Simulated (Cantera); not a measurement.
Cantera run, input and output.

```python
import numpy as np
import cantera as ct

gas = ct.Solution("gri30.yaml")


def delay(T, t_max=10):
    gas.TPX = T, 500000, {'CH4': 1, 'O2': 1.43, 'N2': 5.37}
    reactor = ct.IdealGasReactor(gas, clone=False)
    net = ct.ReactorNet([reactor])
    net.rtol, net.atol = 1e-8, 1e-16
    while net.time < t_max:
        t_old, T_old = net.time, reactor.T
        net.step()
        if reactor.T > T + 400:  # ignition: a rise of 400 K
            return t_old + (T + 400 - T_old) / (reactor.T - T_old) * (net.time - t_old)
    return np.nan


taus = []
for T in [1225, 1275, 1325, 1375, 1425, 1475, 1525, 1575, 1625]:
    taus.append(delay(T))
    print(f"T0 = {T:6g} K   tau = {taus[-1]:.4e} s")
```

Output:

```
T0 =   1225 K   tau = 8.1673e-03 s
T0 =   1275 K   tau = 4.3768e-03 s
T0 =   1325 K   tau = 2.4109e-03 s
T0 =   1375 K   tau = 1.3615e-03 s
T0 =   1425 K   tau = 7.8663e-04 s
T0 =   1475 K   tau = 4.6448e-04 s
T0 =   1525 K   tau = 2.8031e-04 s
T0 =   1575 K   tau = 1.7309e-04 s
T0 =   1625 K   tau = 1.0954e-04 s
```

Detailed kinetics in Cantera: GRI-Mech 3.0 (53 species, 325 reactions).
